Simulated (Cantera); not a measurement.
Feed: 1 mol SF6, 0.13 mol H2O, equilibrated at 3423.15 K and 0.00410 bar.

These are equilibrium values from Cantera (NASA tables, ideal gas, pure condensed phases), not measurements of a reactor. The numbers say what is thermodynamically allowed, not how fast it happens.

| species | before | after |
|---|---|---|
| H | 0.0169 | 0.302 |
| F | 0.809 | 0.293 |
| O | 0.0174 | 0.208 |
| HF | 0.0189 | 0.123 |
| S | 0.137 | 0.0664 |
| H2O | 5.44e-9 | 2.07e-5 |
| H2 | 4.80e-6 | 0.00153 |
| OH | 8.45e-6 | 0.00180 |
| O2 | 7.63e-6 | 0.00109 |
| SO2 | 2.96e-7 | 2.04e-5 |
| SH | 1.14e-5 | 9.88e-5 |
Gas species are given as mole fractions.

Q: What was changed between the two runs?
A) temperature from 3423.15 K to 2823 K
B) pressure from 0.00410 bar to 0.0340 bar
C) H2O from 0.13 to 3.1 mol
D) pressure from 0.00410 bar to 1.10 bar

A: C, H2O from 0.13 to 3.1 mol
